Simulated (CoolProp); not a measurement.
Vapour-liquid equilibrium of propylene (1) + R142b (2) at 61.25 °C; x and y are mole fractions of (1).

Model: multi-fluid Helmholtz-energy mixture model, Lemmon 2013 and Lemmon 2006; pair parameters Bell 2016, in CoolProp.

```json
[
 {"x": "0.05", "bubble pressure (bar)": "9.874", "y at the bubble point": "0.114", "dew pressure at overall composition x (bar)": "9.380", "liquid density (mol/L)": "10.09"},
 {"x": "0.15", "bubble pressure (bar)": "11.60", "y at the bubble point": "0.298", "dew pressure at overall composition x (bar)": "10.17", "liquid density (mol/L)": "10.13"},
 {"x": "0.25", "bubble pressure (bar)": "13.35", "y at the bubble point": "0.438", "dew pressure at overall composition x (bar)": "11.10", "liquid density (mol/L)": "10.17"},
 {"x": "0.35", "bubble pressure (bar)": "15.08", "y at the bubble point": "0.549", "dew pressure at overall composition x (bar)": "12.20", "liquid density (mol/L)": "10.20"},
 {"x": "0.45", "bubble pressure (bar)": "16.79", "y at the bubble point": "0.640", "dew pressure at overall composition x (bar)": "13.51", "liquid density (mol/L)": "10.23"},
 {"x": "0.55", "bubble pressure (bar)": "18.46", "y at the bubble point": "0.717", "dew pressure at overall composition x (bar)": "15.10", "liquid density (mol/L)": "10.24"},
 {"x": "0.65", "bubble pressure (bar)": "20.11", "y at the bubble point": "0.784", "dew pressure at overall composition x (bar)": "17.00", "liquid density (mol/L)": "10.25"},
 {"x": "0.75", "bubble pressure (bar)": "21.75", "y at the bubble point": "0.847", "dew pressure at overall composition x (bar)": "19.26", "liquid density (mol/L)": "10.24"},
 {"x": "0.85", "bubble pressure (bar)": "23.40", "y at the bubble point": "0.908", "dew pressure at overall composition x (bar)": "21.83", "liquid density (mol/L)": "10.24"},
 {"x": "0.95", "bubble pressure (bar)": "25.08", "y at the bubble point": "0.969", "dew pressure at overall composition x (bar)": "24.57", "liquid density (mol/L)": "10.23"}
]
```

No azeotrope shows between x = 0.05 and 0.95.

The pair parameters rest on a limited set of measurements; away from them the model extrapolates.
